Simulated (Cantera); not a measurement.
What does this Cantera script print?

```python
import numpy as np
import cantera as ct

gas = ct.Solution("gri30.yaml")
gas.TPX = 1475, 63000, {'CO': 0.0011, 'O2': 0.0029, 'H2O': 0.024, 'N2': 1}
reactor = ct.IdealGasConstPressureReactor(gas, energy="off", clone=False)
net = ct.ReactorNet([reactor])
net.rtol, net.atol = 1e-08, 1e-18
show = ['CO', 'O2', 'H2O', 'CO2', 'H']
times = np.geomspace(1e-05, 2, 10)

steps = ct.SolutionArray(gas, extra=["t"])
rows = []
print(f"{'t/s':>10s}{'T/K':>9s}{'P/Pa':>11s}" + "".join(f"{s:>11s}" for s in show))
for t in times:
    while net.time < t:
        t_next = net.step()
        steps.append(gas.state, t=t_next)
    rows.append([np.interp(t, steps.t, y) for y in (steps.T, steps.P, *steps(*show).X.T)])
    print(f"{t:10.3e}{rows[-1][0]:9.1f}{rows[-1][1]:11.4g}" + "".join(f"{x:11.3e}" for x in rows[-1][2:]))
rate = np.gradient(steps.T, steps.t)
print("integrator steps:", len(steps.t))
if steps.T.max() > steps.T[0] + 200:
    print(f"time of steepest temperature rise: {steps.t[rate.argmax()]:.4e} s")
gas.TPX = 1475, 63000, {'CO': 0.0011, 'O2': 0.0029, 'H2O': 0.024, 'N2': 1}
gas.equilibrate("TP")
print(f"equilibrium (TP): T = {gas.T:.1f} K  " + "  ".join(f"{s} {gas[s].X[0]:.3e}" for s in show))
```

Result:

```
       t/s      T/K       P/Pa         CO         O2        H2O        CO2          H
 1.000e-05   1475.0    6.3e+04  1.070e-03  2.821e-03  2.335e-02  3.267e-11  1.280e-12
 3.882e-05   1475.0    6.3e+04  1.070e-03  2.821e-03  2.335e-02  1.342e-10  1.244e-11
 1.507e-04   1475.0    6.3e+04  1.070e-03  2.821e-03  2.335e-02  6.695e-10  1.149e-10
 5.848e-04   1475.0    6.3e+04  1.070e-03  2.821e-03  2.335e-02  6.335e-09  8.647e-10
 2.270e-03   1475.0    6.3e+04  1.070e-03  2.821e-03  2.335e-02  2.127e-07  1.396e-08
 8.811e-03   1475.0    6.3e+04  7.132e-04  2.676e-03  2.310e-02  3.568e-04  4.348e-05
 3.420e-02   1475.0    6.3e+04  1.240e-05  2.303e-03  2.321e-02  1.058e-03  1.456e-05
 1.327e-01   1475.0    6.3e+04  1.281e-06  2.282e-03  2.333e-02  1.069e-03  5.613e-07
 5.153e-01   1475.0    6.3e+04  2.129e-07  2.284e-03  2.335e-02  1.070e-03  4.552e-08
 2.000e+00   1475.0    6.3e+04  9.766e-08  2.285e-03  2.335e-02  1.071e-03  1.561e-08
integrator steps: 1221
equilibrium (TP): T = 1475.0 K  CO 9.625e-08  O2 2.223e-03  H2O 2.335e-02  CO2 1.071e-03  H 1.513e-08
```

Cantera simulation using GRI-Mech 3.0 (53 species, 325 reactions); the numbers are that mechanism's predictions, not measurements.
